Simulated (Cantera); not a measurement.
An isothermal, constant-pressure homogeneous reactor starts with 17.2 % CH4, 82.8 % N2, at 1475 K and 0.197 atm.

Detailed kinetics in Cantera: GRI-Mech 3.0 (53 species, 325 reactions). GRI-Mech 3.0 stops at C3 and has no aromatics, soot or wall deposition, so with more carbon than oxygen in the feed, carbon stays in small species such as C2H2 where larger ones or solid carbon would form.

x: mole fraction; the columns are a selection and need not sum to one.

| t (s) | x CH4 | x C2H4 | x CH3 | x CH2 | x C2H | x C2H2 | x HCN |
|---|---|---|---|---|---|---|---|
| 0.000700 | 0.172 | 1.72e-8 | 1.10e-5 | 2.88e-11 | <1e-12 | 1.01e-11 | <1e-12 |
| 0.00158 | 0.172 | 1.91e-7 | 2.41e-5 | 1.35e-10 | <1e-12 | 2.81e-10 | <1e-12 |
| 0.00355 | 0.172 | 1.88e-6 | 4.77e-5 | 5.21e-10 | <1e-12 | 7.60e-9 | <1e-12 |
| 0.00798 | 0.172 | 1.37e-5 | 7.75e-5 | [?] | <1e-12 | 1.66e-7 | <1e-12 |
| 0.0180 | 0.172 | 7.51e-5 | 0.000114 | [?] | <1e-12 | 2.68e-6 | <1e-12 |
| 0.0404 | 0.171 | 0.000360 | 0.000161 | [?] | 6.72e-12 | 3.76e-5 | 1.52e-12 |
| 0.0910 | 0.168 | 0.00130 | 0.000195 | 8.61e-9 | 5.73e-11 | 0.000425 | 1.16e-11 |
| 0.205 | 0.160 | 0.00239 | 0.000183 | 7.98e-9 | 2.92e-10 | 0.00279 | 7.24e-11 |
| 0.461 | 0.146 | 0.00197 | 0.000150 | [?] | 7.89e-10 | 0.00918 | 2.88e-10 |
| 1.04 | 0.125 | 0.00117 | 0.000118 | [?] | 1.46e-9 | 0.0190 | 8.76e-10 |
| 2.34 | 0.0957 | 0.000772 | 8.66e-5 | [?] | 2.32e-9 | 0.0319 | 2.28e-9 |
| 5.26 | 0.0615 | 0.000699 | 5.71e-5 | [?] | 3.47e-9 | 0.0466 | 5.27e-9 |
| 11.8 | 0.0311 | 0.000841 | 3.20e-5 | [?] | 4.88e-9 | 0.0595 | 1.09e-8 |
| 26.7 | 0.0131 | 0.00100 | 1.53e-5 | 7.12e-10 | 6.27e-9 | 0.0670 | 1.99e-8 |
| 60.0 | 0.00670 | 0.00107 | 8.46e-6 | 4.25e-10 | 7.01e-9 | 0.0697 | 3.25e-8 |

**Question.** Complete the blanks.

**Answer.** 
- 0.00798, x CH2: 1.36e-9
- 0.0180, x CH2: 2.91e-9
- 0.0404, x CH2: 5.75e-9
- 0.461, x CH2: 5.90e-9
- 1.04, x CH2: 4.28e-9
- 2.34, x CH2: 3.05e-9
- 5.26, x CH2: 2.08e-9
- 11.8, x CH2: 1.30e-9
